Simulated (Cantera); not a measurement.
Feed: 1 mol Si, 1.4 mol CO2, 27 mol H2, held at 0.00240 bar.

Equilibrium computed with Cantera from the NASA thermochemical tables; the gas is ideal and each condensed phase is pure. Candidate condensed phases: C, C6H6, C7H8, C8H18, H2O, Si, SiC, SiO2; 123 gas species. Mutual solubility and eutectic melting of coexisting phases are not modelled. The tables hold silica as quartz up to 1696 K and as liquid above; real silica turns to tridymite and cristobalite and melts near 1996 K. Rates play no part.

x: gas mole fraction; n: condensed amount in mol.

| T (K) | x H2 | x CO | x SiO | x CH4 | n C(graphite) | n SiO2(β-quartz) | n SiC(s) |
|---|---|---|---|---|---|---|---|
| 1050 | 0.971 | 0.0288 | 3.97e-10 | 0.000130 | 0.597 | 1.00 | 0 |
| 1075 | 0.971 | 0.0288 | [?] | [?] | 0.597 | 1.00 | 0 |
| 1100 | 0.971 | 0.0288 | 1.41e-8 | 8.12e-5 | 0.598 | 1.00 | 0 |
| 1125 | 0.971 | 0.0288 | 7.48e-8 | 6.53e-5 | 0.598 | 1.000 | 0 |
| 1150 | 0.971 | 0.0288 | 3.67e-7 | 5.30e-5 | 0.599 | 1.000 | 0 |
| 1175 | 0.971 | 0.0288 | 1.68e-6 | 4.33e-5 | 0.599 | 1.000 | 0 |
| 1200 | 0.971 | 0.0288 | 7.23e-6 | 3.58e-5 | 0.599 | 1.000 | 0 |
| 1225 | 0.958 | 0.0421 | [?] | [?] | [?] | 0.807 | 0.193 |
| 1250 | 0.957 | 0.0426 | 5.13e-5 | 1.64e-5 | 0 | 0.799 | 0.199 |
| 1275 | 0.957 | 0.0426 | 0.000127 | 9.47e-6 | 0 | 0.798 | 0.199 |
| 1300 | 0.957 | 0.0426 | 0.000304 | 5.58e-6 | 0 | 0.794 | 0.197 |

Q: Complete the blanks.

A: 
- 1075, x SiO: 2.47e-9
- 1075, x CH4: 0.000102
- 1225, x SiO: 2.00e-5
- 1225, x CH4: 2.89e-5
- 1225, n C(graphite): 0.0201
